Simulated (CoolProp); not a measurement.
The fluoroketone C6F12O (FK-5-1-12) along the isotherm 203.25 °C: density (kg/m³) from the reference equation and from simpler models built on Tc = 168.7 °C, pc = 1.869 MPa, ω = 0.471; each cubic takes its own stable root.

Model: reference Helmholtz-energy equation of state, McLinden 2015, in CoolProp.

| p (MPa) | phase | reference | ideal gas | van der Waals | Peng-Robinson |
|---|---|---|---|---|---|
| 1.56 | gas | 166.3 | 124.5 | [?] | 169.8 |
| 3.12 | supercritical | 602.8 | 248.9 | 600.6 | 559.4 |
| 4.67 | supercritical | 889.4 | 372.6 | 719.2 | [?] |
| 6.23 | supercritical | 991.6 | 497.1 | 778.5 | 970.0 |
| 7.79 | supercritical | 1053 | [?] | 818.9 | 1057 |
| 9.35 | supercritical | 1098 | 746.0 | 849.6 | 1122 |
| 10.9 | supercritical | 1133 | 869.7 | 874.4 | 1174 |
| 12.5 | supercritical | 1163 | 997.4 | 895.8 | 1218 |
| 14 | supercritical | 1187 | 1117 | 913.0 | 1254 |
| 15.6 | supercritical | 1209 | 1245 | 929.1 | 1287 |
| 17.1 | supercritical | 1228 | 1364 | 942.5 | 1315 |
| 18.7 | supercritical | [?] | 1492 | 955.4 | 1341 |

Q: Complete the blanks.

A: 
- 1.56, van der Waals: 167.8
- 4.67, Peng-Robinson: 837.6
- 7.79, ideal gas: 621.6
- 18.7, reference: 1246
